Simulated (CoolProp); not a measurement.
Decamethyltetrasiloxane (MD2M) at 443.47 K and 0.037 MPa is compressed adiabatically to 0.205 MPa with isentropic efficiency 0.8. Each further row changes one setting.

The numbers come from the reference Helmholtz-energy equation of state, Thol 2017 in CoolProp.

```csv
case,work (kJ/kg),final phase,final density (kg/m³)
as stated,19.5,"two-phase, vapour fraction 0.348",47.9
efficiency 1,15.6,"two-phase, vapour fraction 0.315",52.5
efficiency 0.65,24.0,"two-phase, vapour fraction 0.387",43.4
```
